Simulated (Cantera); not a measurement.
Input: 1 mol KCl, 1.1 mol N2, at 1775 K and 100000 Pa.

Method: chemical equilibrium by Gibbs-energy minimisation in Cantera with the NASA 1993 tables (ideal gas, pure condensed phases). Candidate condensed phases: K, KCl; 8 gas species. The numbers say what is thermodynamically allowed, not how fast it happens.

Task: What is the equilibrium state?

Result: 
```
Property                            Result
-------------------------------  ---------
x(N2)                                0.545
x(KCl)                               0.416
x(K2Cl2)                            0.0397
x(K)                               9.05e-5
x(Cl)                              9.03e-5
gas amount                       2.020 mol
log10 activity of K(l) (absent)      -5.61
```
